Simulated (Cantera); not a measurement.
An isothermal plug-flow reactor at 625 K and 3.26 atm (inlet), inlet velocity 0.11 m/s, active area per volume 2200 1/m; feed CO : O2 : N2 : H2O = 0.0079 : 0.032 : 0.79 : 0.034 (molar parts), equivalence ratio 0.12.

Model: Deutschmann's 1995 Pt surface mechanism with GRI-Mech 3.0 gas chemistry, integrated in Cantera. Catalytic surfaces can have several steady states; this one follows from the mechanism file's or the stated starting coverage. Mass transfer to the wall is taken as infinitely fast.

Task: What does this change do: area per volume 2200 to 760 1/m?

Result: 
```tsv
quantity	before	after
x(CO) at z = 0.049 m	0.000594	0.00114
x(O2) at z = 0.049 m	0.0329	0.0332
x(H2O) at z = 0.049 m	0.0395	0.0395
x(CO2) at z = 0.049 m	0.00859	0.00804
θ(free Pt) at the exit	0.00171	0.00213
θ(O*) at the exit	0.993	0.992
θ(OH*) at the exit	0.00515	0.00574
```
